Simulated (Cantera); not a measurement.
## Cu + CO₂ + H₂ (metals in furnace atmospheres)

Feed: 1 mol Cu, 0.71 mol CO₂, a varied amount of H₂, equilibrated at 1425 K and 13.3 mbar.

These are equilibrium values from Cantera (NASA tables, ideal gas, pure condensed phases), not measurements of a reactor. Candidate condensed phases: C, C₆H₆, C₇H₈, C₈H₁₈, Cu, CuO, Cu(OH)₂, Cu₂O, H₂O; 113 gas species. The numbers say what is thermodynamically allowed, not how fast it happens.

From 35 mol H₂ to 200 mol H₂ the condensed part is Cu(l). The main Cu-bearing gas is Cu throughout. The share of Cu in condensed phases is highest at 35 mol H₂ (99.4 %) and lowest at 200 mol H₂ (96.7 %).

```json
[
 {"n(H₂) (mol)": "35", "x H₂": "0.960", "x CO": "0.0197", "x H₂O": "0.0197", "x CO₂": "0.000178", "x Cu": "0.000163", "x H": "5.79e-5", "x Cu₂": "3.82e-8", "x OH": "2.60e-8", "n Cu(l)": "0.994"},
 {"n(H₂) (mol)": "47", "x H₂": "0.970", "x CO": "0.0148", "x H₂O": "0.0148", "x CO₂": "9.90e-5", "x Cu": "0.000163", "x H": "5.82e-5", "x Cu₂": "3.82e-8", "x OH": "1.94e-8", "n Cu(l)": "0.992"},
 {"n(H₂) (mol)": "63", "x H₂": "0.978", "x CO": "0.0111", "x H₂O": "0.0111", "x CO₂": "5.53e-5", "x Cu": "0.000163", "x H": "5.84e-5", "x Cu₂": "3.82e-8", "x OH": "1.45e-8", "n Cu(l)": "0.990"},
 {"n(H₂) (mol)": "84", "x H₂": "0.983", "x CO": "0.00835", "x H₂O": "0.00835", "x CO₂": "3.12e-5", "x Cu": "0.000163", "x H": "5.86e-5", "x Cu₂": "3.82e-8", "x OH": "1.09e-8", "n Cu(l)": "0.986"},
 {"n(H₂) (mol)": "110", "x H₂": "0.987", "x CO": "0.00639", "x H₂O": "0.00639", "x CO₂": "1.82e-5", "x Cu": "0.000163", "x H": "5.87e-5", "x Cu₂": "3.82e-8", "x OH": "8.31e-9", "n Cu(l)": "0.982"},
 {"n(H₂) (mol)": "150", "x H₂": "0.990", "x CO": "0.00470", "x H₂O": "0.00470", "x CO₂": "9.81e-6", "x Cu": "0.000163", "x H": "5.88e-5", "x Cu₂": "3.82e-8", "x OH": "6.10e-9", "n Cu(l)": "0.975"},
 {"n(H₂) (mol)": "200", "x H₂": "0.993", "x CO": "0.00353", "x H₂O": "0.00353", "x CO₂": "5.52e-6", "x Cu": "0.000163", "x H": "5.89e-5", "x Cu₂": "3.82e-8", "x OH": "4.58e-9", "n Cu(l)": "0.967"}
]
```
x: gas mole fraction; n: condensed amount in mol.
